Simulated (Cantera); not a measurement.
**Stirred combustor or abatement burner**

A perfectly stirred reactor is fed with CH4 : O2 : N2 : CO2 = 1 : 3.12 : 11.8 : 0.81 (molar parts), equivalence ratio 0.64, at 500000 Pa; it is adiabatic with a 423 K inlet, and is followed from long to short residence time, starting on the burning branch (τ in s: 0.12, 0.056, 0.025, 0.011, 0.0052, 0.0023, 0.0011, 0.00048, 0.00022, 9.7e-05, 4.4e-05, 2e-05).

Cantera simulation using GRI-Mech 3.0 (53 species, 325 reactions); the numbers are that mechanism's predictions, not measurements.

```json
[
 {"τ (s)": "0.12", "T (K)": "1738", "x CH4": "7.22e-6", "x O2": "0.0669", "x C2H4": "2.94e-9", "x C2H6": "5.83e-10", "x O": "1.69e-5", "x NO2": "3.66e-8"},
 {"τ (s)": "0.056", "T (K)": "1737", "x CH4": "1.26e-5", "x O2": "0.0670", "x C2H4": "7.89e-9", "x C2H6": "1.58e-9", "x O": "2.41e-5", "x NO2": "3.58e-8"},
 {"τ (s)": "0.025", "T (K)": "1735", "x CH4": "2.21e-5", "x O2": "0.0670", "x C2H4": "2.03e-8", "x C2H6": "4.11e-9", "x O": "3.70e-5", "x NO2": "3.88e-8"},
 {"τ (s)": "0.011", "T (K)": "1732", "x CH4": "3.89e-5", "x O2": "0.0672", "x C2H4": "4.93e-8", "x C2H6": "1.02e-8", "x O": "5.87e-5", "x NO2": "4.29e-8"},
 {"τ (s)": "0.0052", "T (K)": "1726", "x CH4": "6.54e-5", "x O2": "0.0675", "x C2H4": "1.06e-7", "x C2H6": "2.26e-8", "x O": "9.02e-5", "x NO2": "4.44e-8"},
 {"τ (s)": "0.0023", "T (K)": "1716", "x CH4": "0.000117", "x O2": "0.0680", "x C2H4": "2.38e-7", "x C2H6": "5.40e-8", "x O": "0.000143", "x NO2": "4.08e-8"},
 {"τ (s)": "0.0011", "T (K)": "1701", "x CH4": "0.000206", "x O2": "0.0689", "x C2H4": "5.09e-7", "x C2H6": "1.27e-7", "x O": "0.000209", "x NO2": "3.35e-8"},
 {"τ (s)": "0.00048", "T (K)": "1668", "x CH4": "0.000437", "x O2": "0.0712", "x C2H4": "1.48e-6", "x C2H6": "4.40e-7", "x O": "0.000288", "x NO2": "2.33e-8"},
 {"τ (s)": "0.00022", "T (K)": "423", "x CH4": "0.0598", "x O2": "0.186", "x C2H4": "<1e-12", "x C2H6": "<1e-12", "x O": "<1e-12", "x NO2": "<1e-12"},
 {"τ (s)": "9.7e-5", "T (K)": "423", "x CH4": "0.0598", "x O2": "0.186", "x C2H4": "<1e-12", "x C2H6": "<1e-12", "x O": "<1e-12", "x NO2": "<1e-12"},
 {"τ (s)": "4.4e-5", "T (K)": "423", "x CH4": "0.0598", "x O2": "0.186", "x C2H4": "<1e-12", "x C2H6": "<1e-12", "x O": "<1e-12", "x NO2": "<1e-12"},
 {"τ (s)": "2.0e-5", "T (K)": "423", "x CH4": "0.0598", "x O2": "0.186", "x C2H4": "<1e-12", "x C2H6": "<1e-12", "x O": "<1e-12", "x NO2": "<1e-12"}
]
```
x: mole fraction; the columns are a selection and need not sum to one.
